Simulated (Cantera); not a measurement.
# Catalytic combustion on Pt

An isothermal plug-flow reactor at 925 K and 760 Torr (inlet), inlet velocity 2.1 m/s, active area per volume 220 1/m; feed 0.329 % H₂, 20.9 % O₂, 78.7 % N₂, equivalence ratio 0.0079.

Detailed kinetics in Cantera: Deutschmann's 1995 Pt surface mechanism with GRI-Mech 3.0 gas chemistry. Catalytic surfaces can have several steady states; this one follows from the mechanism file's or the stated starting coverage. Mass transfer to the wall is taken as infinitely fast.

```tsv
z (m)	x H₂	x O₂	x H₂O	θ free Pt	θ O*
4.2e-05	0.00323	0.209	5.74e-5	0.109	0.890
8.1e-05	0.00318	0.209	0.000110	0.109	0.891
0.00016	0.00308	0.209	0.000213	0.108	0.891
0.0003	0.00290	0.209	0.000387	0.108	0.892
0.00058	0.00259	0.209	0.000703	0.106	0.893
0.0011	0.00210	0.209	0.00119	0.105	0.895
0.0022	0.00136	0.209	0.00194	0.102	0.897
0.0042	0.000626	0.208	0.00267	0.0993	0.900
```
x: gas mole fraction; θ: surface coverage.
